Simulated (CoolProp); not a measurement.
The fluid at 293.15 K and 0.0138 MPa is compressed adiabatically to 0.0704 MPa with isentropic efficiency 0.9. The same conditions are run with several fluids, on thermodynamics alone (safety and materials aside).

Values from CoolProp's reference Helmholtz-energy equation of state of each fluid (R245ca: Zhou 2016; R115: Lemmon 2016; carbonyl sulfide: Lemmon 2006; R21: Platzer 1990; vinyl chloride: Thol 2022). The equations of Platzer and Polt are older, rougher fits.

| fluid | work (kJ/kg) | final temperature (K) | final density (kg/m³) |
|---|---|---|---|
| R245ca | 34.5 | 331.6 | 3.49 |
| R115 | 30.2 | 334.8 | 3.94 |
| carbonyl sulfide | 86.2 | 411.5 | 1.24 |
| R21 | 47.6 | 370.3 | 2.38 |
| vinyl chloride | 79.6 | 379.4 | 1.40 |
